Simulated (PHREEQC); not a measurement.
**Acid mine or pickling water**

Synthetic water in mmol/kgw, 18 °C, pH 1.8, pe 9.2:

```
constituent  mmol/kgw
-----------  --------
Na                169
K                4.21
Ca               11.7
Mg               3.85
Cl               19.6
S(6)             70.3
Zn             0.0119
Pb              0.138
Fe(3)            3.85
Cu(2)            3.56
```

Valence states are taken as typed.

Model: ion-association model, phreeqc.dat, run in PHREEQC.

This is a speciation only: nothing precipitates in the calculation.

Question: Estimate the ionic strength.

Answer: ionic strength 0.210 mol/kgw.

Question: In which forms is Zn present?

Answer: Zn+2 56 %, ZnSO4 34 %, Zn(SO4)2-2 9.7 %, ZnCl+ 0.6 % of the Zn.

Examples of supersaturated solids here: Anglesite, Hematite (slow to form). Others may be too.
